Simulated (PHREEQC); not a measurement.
Dissolve 0.124 mol/kgw NaCl and 0.016 mol/kgw KCl at 25 °C. It is in equilibrium with CO2 at log p = -1 (atm). Otherwise closed; pH follows from the charge balance.

The numbers come from PHREEQC with the ion-association model, phreeqc.dat.

Precipitation was switched off in this run.

### Question
Estimate the pH, specific conductance, density.

### Answer
pH 4.39; specific conductance 14700 µS/cm; density 1.003 g/cm³.

### Question
In which forms is C present?

### Answer
CO2 98 %, HCO3- 1.4 % of the C.

Species that the database lacks are ignored.
